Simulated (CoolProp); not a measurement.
Vapour-liquid equilibrium of dimethyl ether (1) + n-butane (2) at 259.8 K; x and y are mole fractions of (1).

The numbers come from the multi-fluid Helmholtz-energy mixture model, Wu 2011 and Bücker 2006; pair parameters Bell 2016 in CoolProp.

| x | bubble pressure, mixture model (MPa) | bubble pressure, Raoult's law (MPa) | y, mixture model | y, Raoult's law |
|---|---|---|---|---|
| 0.05 | 0.07089 | 0.06557 | 0.185 | 0.124 |
| 0.15 | 0.08887 | 0.07577 | ? | 0.322 |
| 0.25 | 0.1036 | 0.08598 | 0.539 | 0.473 |
| 0.35 | ? | 0.09619 | ? | 0.591 |
| 0.45 | 0.1259 | 0.1064 | 0.696 | 0.687 |
| 0.55 | 0.1345 | 0.1166 | 0.752 | 0.767 |
| 0.65 | ? | 0.1268 | 0.802 | 0.833 |
| 0.75 | 0.1488 | 0.1370 | 0.852 | 0.890 |
| 0.85 | 0.1548 | 0.1472 | 0.904 | 0.938 |
| 0.95 | 0.1602 | 0.1574 | 0.965 | 0.981 |

### Question
What belongs in the gaps?

### Answer

- 0.15, y, mixture model: 0.407
- 0.35, bubble pressure, mixture model (MPa): 0.1158
- 0.35, y, mixture model: 0.628
- 0.65, bubble pressure, mixture model (MPa): 0.1421

The largest gap from Raoult's law is +20.5 % in bubble pressure, at x = 0.25. No azeotrope shows between x = 0.05 and 0.95.

The pair parameters rest on a limited set of measurements; away from them the model extrapolates.
